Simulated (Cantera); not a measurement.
Thermodynamics of silicon nitride deposition, feed SiH₄ + N₂

A closed system holds: 1 mol SiH₄, 33 mol N₂, equilibrated at 975 K and 17000 Pa.

Method: chemical equilibrium by Gibbs-energy minimisation in Cantera with the NASA 1993 tables (ideal gas, pure condensed phases). Candidate condensed phases: Si, Si₃N₄; 18 gas species. N₂ is the only nitrogen source here; it is nearly inert below about 1500 K, so the nitride shown seldom forms there in practice. Equilibrium is a limit: real reactors are often held back by kinetics, nucleation or transport.

- x(N₂) = 0.942
- x(H₂) = 0.0583
- x(NH₃) = 1.60e-6
- n(Si₃N₄(s)) = 0.333 mol
- gas amount = 34.33 mol
- log10 activity of Si(s) (absent) = -6.99
